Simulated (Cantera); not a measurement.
A perfectly stirred reactor is fed with CO : H2 : O2 : N2 = 1 : 0.097 : 0.653 : 2.35 (molar parts), equivalence ratio 0.84, at 1730 Torr; it is adiabatic with a 350 K inlet, and is followed from long to short residence time, starting on the burning branch (τ in s: 0.025, 0.012, 0.0063, 0.0031, 0.0016, 0.00079, 0.00039, 0.0002, 9.9e-05, 4.9e-05, 2.5e-05).

Detailed kinetics in Cantera: GRI-Mech 3.0 (53 species, 325 reactions). The hydrogen kinetics of GRI-Mech 3.0 are dated; newer H2 mechanisms differ, most at raised pressure.

Question: What does this change do: inlet temperature 350 to 575 K?

Answer: 
```csv
quantity,before,after
"blow-out, bracketed by the residence times tried","burning at 99.0 µs, out at 49.0 µs","burning at 49.0 µs, out at 25.0 µs"
x(CO) at τ = 25.0 ms,0.0220,0.0295
x(H2) at τ = 25.0 ms,0.000375,0.000479
x(O2) at τ = 25.0 ms,0.0374,0.0394
x(CO2) at τ = 25.0 ms,0.256,0.247
x(HO2) at τ = 25.0 ms,1.74e-6,2.19e-6
x(CO) at τ = 0.790 ms,0.0605,0.0664
x(H2) at τ = 0.790 ms,0.00120,0.00125
x(O2) at τ = 0.790 ms,0.0552,0.0573
x(CO2) at τ = 0.790 ms,0.211,0.204
x(HO2) at τ = 0.790 ms,9.40e-6,7.15e-6
```
